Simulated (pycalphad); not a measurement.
Computed with pycalphad from the COST 507 light-alloy database (1999), at 1 atm. These are 1990s assessments: newer ones move some temperatures and phases. Phase fractions are per mole of atoms. Diffusion is slow at the low end, where real alloys seldom reach equilibrium.

Problem. Give the equilibrium state of Si-7.6C (at.%) at 327 °C.

Solution. diamond (Si), fraction 0.848, with <0.01 C at.%; CSI, fraction 0.152, with 50.0 C at.%.

Problem. Give the equilibrium state of Si-7.6C (at.%) at 1927 °C.

Solution. liquid, fraction 0.852, with 0.21 C at.%; CSI, fraction 0.148, with 50.0 C at.%.

Database names, with the compositions (at.%) that they take in these runs: CSI: Si 50 C 50.
